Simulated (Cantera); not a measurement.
Cantera run:

```python
import numpy as np
import cantera as ct

gas_names = """
    Electron C C+ C- CH CH+ CH2 CH3 CH4 CN CN+ CN- C2 C2+ C2- C2H C2H2,acetylene C2H2,vinylidene
    C2H3,vinyl CH3CN C2H4 C2H5 C2H6 CCN CNC C2N2 C3 C3H3,propargyl C3H4,allene C3H4,propyne C3H4,cyclo-
    C3H5,allyl C3H6,propylene C3H6,cyclo- C3H7,n-propyl C3H7,i-propyl C3H8 C4 C4H2 C4H4,1,3-cyclo-
    C4H6,butadiene C4H6,2-butyne C4H6,cyclo- C4H8,1-butene C4H8,cis2-buten C4H8,tr2-butene
    C4H8,isobutene C4H8,cyclo- C4H9,n-butyl C4H9,i-butyl C4H9,s-butyl C4H9,t-butyl C4H10,isobutane
    C4H10,n-butane C4N2 C5 C5H6,1,3cyclo- C5H8,cyclo- C5H10,1-pentene C5H10,cyclo- C5H11,pentyl
    C5H11,t-pentyl C5H12,n-pentane C5H12,i-pentane CH3C(CH3)2CH3 C6H2 C6H5,phenyl C6H6 C6H10,cyclo-
    C6H12,1-hexene C6H12,cyclo- C6H13,n-hexyl C7H7,benzyl C7H8 C7H14,1-heptene C7H15,n-heptyl
    C7H16,n-heptane C8H8,styrene C8H10,ethylbenz C8H16,1-octene C8H17,n-octyl C8H18,isooctane
    C8H18,n-octane C9H19,n-nonyl C10H8,naphthale C10H21,n-decyl C12H9,o-bipheny C12H10,bipheny H H+ H-
    HCN HCCN HNC H2 H2+ H2- N N+ N- NH NH+ NH2 NH3 NH4+ N2 N2+ N2- N2H2 N2H4
""".split()
cond_names = """
    C(gr) C6H6(L) C7H8(L) C8H18(L),n-octa
""".split()


def load(file, names, dense=False):
    # The tables refer to 1 bar. Condensed volumes are neglected.
    table = {s.name: s for s in ct.Species.list_from_file(file)}
    out = []
    for n in names:
        d = dict(table[n].input_data)
        d["thermo"] = dict(d["thermo"], **{"reference-pressure": 1e5})
        if dense:
            d["equation-of-state"] = {"model": "constant-volume", "density": "1e6 g/cm^3"}
        out.append(ct.Species.from_dict(d))
    return out


gas = ct.Solution(thermo="ideal-gas", species=load("nasa_gas.yaml", gas_names))
cond = {s.name: ct.Solution(thermo="fixed-stoichiometry", species=[s], name=s.name)
        for s in load("nasa_condensed.yaml", cond_names, dense=True)}
atoms = {
    'C3H6': {'C': 3, 'H': 6},
    'H2': {'H': 2},
    'N2': {'N': 2},
}
top_T = {'C(gr)': 4500}  # K; cautious upper limits of use, not melting points


def equilibrate(T, P, feed):
    n = {}
    for name, mol in feed.items():
        for a, k in atoms[name].items():
            n[a] = n.get(a, 0.0) + k * mol
    gas.TPX = T, P, n
    mass = sum(n.values()) * gas.mean_molecular_weight
    gas.equilibrate("TP")
    valid = [c for c in cond.values() if c.min_temp <= T <= top_T.get(c.name, c.max_temp)]
    mix = ct.Mixture([(gas, mass / gas.mean_molecular_weight)] + [(c, 0.0) for c in valid])
    mix.T, mix.P = T, P
    mix.equilibrate("TP", solver="vcs", rtol=1e-11, max_steps=5000)
    return mix


results = []
feed = {'C3H6': 1, 'H2': 2.9, 'N2': 1.3}  # mol
P = 13332.2  # Pa
for T in [2000, 2500, 3000, 3500, 4000, 4500, 5000]:
    mix = equilibrate(T, P, feed)
    results.append((T, P, feed, dict(zip(mix.species_names, mix.species_moles))))

top = {s: max(r[3][s] / sum(r[3][g] for g in gas_names) for r in results) for s in gas_names}
cols = sorted((s for s in top if top[s] > 1e-06), key=lambda s: -top[s])[:8]
seen = [c for c in cond_names if any(r[3].get(c, 0) > 1e-12 for r in results)]
print("log10 of partial pressures in bar; condensed amounts in mol")
print(f"{'T/K':>10s}" + "".join(f"{s[:9]:>10s}" for s in cols + seen))
for T, P, feed, n in results:
    ng = sum(n[g] for g in gas_names)
    print(f"{T:10.4g}" + "".join(f"{np.log10(max(n[s] / ng * P / 1e5, 1e-99)):10.3f}" for s in cols)
          + "".join(f"{n.get(c, 0):10.4g}" for c in seen))
```

Result:

```
log10 of partial pressures in bar; condensed amounts in mol
       T/K        H2         H        N2         C       HCN        C3 C2H2,acet        CN     C(gr)
      2000    -0.965    -3.272    -1.627   -10.517    -3.127   -10.557    -4.080    -7.061     2.948
      2500    -1.004    -2.102    -1.667    -6.779    -2.485    -6.304    -2.970    -4.820     2.674
      3000    -1.193    -1.398    -1.789    -4.295    -2.190    -3.506    -2.400    -3.381     1.816
      3500    -1.697    -1.077    -1.949    -2.774    -2.450    -2.276    -2.860    -2.641         0
      4000    -2.404    -1.000    -2.010    -2.035    -3.180    -2.562    -4.332    -2.455         0
      4500    -3.089    -1.005    -2.037    -1.718    -4.061    -3.560    -6.123    -2.555         0
      5000    -3.642    -1.013    -2.072    -1.647    -4.957    -4.906    -7.924    -2.822         0
```

These are equilibrium values from Cantera (NASA tables, ideal gas, pure condensed phases), not measurements of a reactor.
